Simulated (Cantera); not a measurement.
An isothermal, constant-pressure homogeneous reactor starts with 2.69 % CO, 0.317 % O2, 1.06 % H2O, 95.9 % N2, at 1048 K and 760 Torr.

Detailed kinetics in Cantera: GRI-Mech 3.0 (53 species, 325 reactions).

Predict: x(CO) at 100 s; x(H2O) at 100 s.


```
Quantity                                           Value
---------------  ---------------------------------------
x(CO) at 100 s     0.0171 (gas-phase equilibrium 0.0145)
x(H2O) at 100 s  0.00705 (gas-phase equilibrium 0.00446)
```
